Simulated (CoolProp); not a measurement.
Vapour-liquid equilibrium of CH2F2 (R32) (1) + R1234yf (2) at 0.175 MPa; x and y are mole fractions of (1).

The numbers come from the multi-fluid Helmholtz-energy mixture model, Tillner-Roth 1997 and Lemmon 2022; pair parameters Bell 2023 in CoolProp.

```tsv
x	bubble temperature, mixture model (K)	bubble temperature, Raoult's law (K)	y, mixture model	y, Raoult's law
0.05	253.4	254.8	?	0.124
0.2	245.6	249.6	0.477	0.404
0.35	?	245.3	0.642	0.597
0.5	237.6	241.7	?	0.735
0.65	235.6	238.6	0.812	0.839
0.8	234.2	235.9	?	0.919
0.95	233.1	233.6	0.963	0.982
```

**Question.** Fill in the missing entries.

**Answer.** 
- 0.05, y, mixture model: 0.164
- 0.35, bubble temperature, mixture model (K): 240.7
- 0.5, y, mixture model: 0.741
- 0.8, y, mixture model: 0.879

The largest gap from Raoult's law is -4.6 K in bubble temperature, at x = 0.35. No azeotrope shows between x = 0.05 and 0.95.

The pair parameters rest on a limited set of measurements; away from them the model extrapolates.
